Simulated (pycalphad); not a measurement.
All values are pycalphad results on the COST 507 light-alloy database (1999) (1 atm), not direct measurements. The data set is of 1999 and partly superseded. Not assessed as a whole: an extrapolation from subsystems, which can miss ternary compounds. Diffusion is slow at the low end, where real alloys seldom reach equilibrium.

Task: How does the equilibrium phase assembly of Ti-0.55Si-9.92Fe (at.%) change on cooling from 2250 K to 530 K?

Result: 
```csv
T (K),phases above,phases below
1739.6,liquid,bcc + liquid
1541.1,bcc + liquid,bcc
905.4,bcc,bcc + hcp
900.6,bcc + hcp,bcc + hcp + SITI3
847.7,bcc + hcp + SITI3,FETI + hcp + SITI3
```
Changes were sought between steps of 40 K, so a narrower field can be missed.

Database names, with the compositions (at.%) that they take in these runs: SITI3: Ti 75 Si 25; FETI: Ti 50 Fe 50.
